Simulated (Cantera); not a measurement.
Cantera run, input and output.

```python
import numpy as np
import cantera as ct

gas = ct.Solution("gri30.yaml", transport_model="mixture-averaged")
show = ['O', 'H2', 'NO']

rows = []
print(f"{'T/K':>7s}{'rho':>11s}{'cp':>10s}{'mu':>11s}{'lambda':>11s}{'Pr':>7s}" + "".join(f"{'D_' + s:>11s}" for s in show))
for T in [400, 600, 800, 1000, 1200, 1400, 1600]:
    gas.TPX = T, 2666, {'H2O': 0.78}
    Pr = gas.cp_mass * gas.viscosity / gas.thermal_conductivity
    D = [gas.mix_diff_coeffs_mole[gas.species_index(s)] for s in show]
    rows.append([gas.density, gas.cp_mass, gas.viscosity, gas.thermal_conductivity, Pr, *D])
    print(f"{T:7g}{gas.density:11.4e}{gas.cp_mass:10.1f}{gas.viscosity:11.4e}"
          f"{gas.thermal_conductivity:11.4e}{Pr:7.3f}" + "".join(f"{d:11.4e}" for d in D))
print("SI units: kg/m3, J/kg/K, Pa s, W/m/K, m2/s")
```

It prints:

```
    T/K        rho        cp         mu     lambda     Pr        D_O       D_H2       D_NO
    400 1.4441e-02    1902.2 1.3967e-05 3.6994e-02  0.718 2.4600e-03 5.5238e-03 1.4857e-03
    600 9.6274e-03    2016.1 2.1488e-05 6.0361e-02  0.718 5.1389e-03 1.1350e-02 3.1573e-03
    800 7.2205e-03    2150.0 2.8971e-05 8.7299e-02  0.714 8.5217e-03 1.8658e-02 5.2866e-03
   1000 5.7764e-03    2292.2 3.6247e-05 1.1676e-01  0.712 1.2524e-02 2.7283e-02 7.8152e-03
   1200 4.8137e-03    2435.6 4.3256e-05 1.4765e-01  0.714 1.7090e-02 3.7112e-02 1.0705e-02
   1400 4.1260e-03    2565.4 4.9979e-05 1.7919e-01  0.716 2.2180e-02 4.8068e-02 1.3928e-02
   1600 3.6103e-03    2681.4 5.6416e-05 2.1081e-01  0.718 2.7764e-02 6.0088e-02 1.7465e-02
SI units: kg/m3, J/kg/K, Pa s, W/m/K, m2/s
```

Model: GRI-Mech 3.0 (53 species, 325 reactions), integrated in Cantera. Polar gases are described roughly by these parameters.
